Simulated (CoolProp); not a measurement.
The fluoroketone C6F12O (FK-5-1-12) along the isotherm 117.65 °C: density (kg/m³) from the reference equation and from simpler models built on Tc = 168.7 °C, pc = 18.69 bar, ω = 0.471; each cubic takes its own stable root.

Values from CoolProp's reference Helmholtz-energy equation of state, McLinden 2015.

```json
[
 {"p (bar)": "0.779", "phase": "gas", "reference": "7.757"},
 {"p (bar)": "1.56", "phase": "gas", "reference": "15.93"},
 {"p (bar)": "2.34", "phase": "gas", "reference": "24.54"},
 {"p (bar)": "3.12", "phase": "gas", "reference": "33.68"},
 {"p (bar)": "3.89", "phase": "gas", "reference": "43.32"},
 {"p (bar)": "4.67", "phase": "gas", "reference": "53.83"},
 {"p (bar)": "5.45", "phase": "gas", "reference": "65.30"},
 {"p (bar)": "6.23", "phase": "gas", "reference": "77.99"},
 {"p (bar)": "7.01", "phase": "liquid", "reference": "1258"},
 {"p (bar)": "7.79", "phase": "liquid", "reference": "1260"},
 {"p (bar)": "8.57", "phase": "liquid", "reference": "1262"},
 {"p (bar)": "9.35", "phase": "liquid", "reference": "1264"}
]
```

Q: How far does each simpler model (van der Waals, Redlich-Kwong, Soave-Redlich-Kwong) lie from the reference over these 12 states: mean and median of the absolute difference, and the worst?

A: 
- van der Waals: mean 33.2 %, median 5.9 %, worst -93.4 % at 117.65 °C and 7.01 bar
- Redlich-Kwong: mean 26.0 %, median 3.0 %, worst -93.1 % at 117.65 °C and 7.01 bar
- Soave-Redlich-Kwong: mean 4.8 %, median 1.0 %, worst -13.2 % at 117.65 °C and 7.01 bar

At some of these states van der Waals, Redlich-Kwong gives the other phase, because its saturation line lies elsewhere.
